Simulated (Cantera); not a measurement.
# Silicon carbide growth: SiH2Cl2 + C2H2 + H2 + CH4

Input: 1 mol SiH2Cl2, 0.27 mol C2H2, 5.1 mol H2, 0.01 mol CH4, equilibrated at 29.0 mbar.

Cantera equilibrium calculation (NASA polynomials, part measured and part estimated; ideal gas, pure solids and liquids). Candidate condensed phases: C, C6H6, C7H8, C8H18, Si, SiC; 109 gas species. The tables' values for SiCl3, SiCl are old estimates; treat these amounts as uncertain. Gases not in the tables: Si2H6 and higher silanes. Rates play no part.

From 900 K to 1800 K the condensed part is SiC(s). The main Si-bearing gas is SiCl4 at 900 K and SiCl2 at 1800 K.

```csv
T (K),x H2,x HCl,x SiCl4,x SiCl2,x SiHCl3,x SiCl3,x H,x SiH2Cl2,n SiC(s)
900,0.902,0.0331,0.0602,1.14e-5,0.00466,0.000120,6.52e-10,3.42e-5,0.549
975,0.898,0.0376,0.0563,0.000178,0.00768,0.000595,6.36e-9,0.000110,0.550
1050,0.891,0.0448,0.0504,0.00155,0.0104,0.00208,4.49e-8,0.000245,0.550
1125,0.877,0.0588,0.0413,0.00702,0.0107,0.00486,2.44e-7,0.000340,0.550
1200,0.855,0.0812,0.0289,0.0182,0.00828,0.00774,1.07e-6,0.000310,0.550
1275,0.831,0.107,0.0160,0.0323,0.00503,0.00891,3.95e-6,0.000219,0.550
1350,0.811,0.127,0.00683,0.0444,0.00250,0.00780,1.26e-5,0.000133,0.550
1425,0.800,0.138,0.00243,0.0520,0.00110,0.00567,3.58e-5,7.62e-5,0.550
1500,0.795,0.143,0.000826,0.0559,0.000475,0.00381,9.22e-5,4.34e-5,0.550
1575,0.793,0.146,0.000292,0.0579,0.000212,0.00254,0.000217,2.54e-5,0.550
1650,0.792,0.147,0.000111,0.0589,1.00e-4,0.00172,0.000475,1.54e-5,0.550
1725,0.790,0.148,4.51e-5,0.0595,5.00e-5,0.00120,0.000970,9.77e-6,0.550
1800,0.789,0.148,1.97e-5,0.0596,2.64e-5,0.000854,0.00187,6.40e-6,0.550
```
x: gas mole fraction; n: condensed amount in mol.
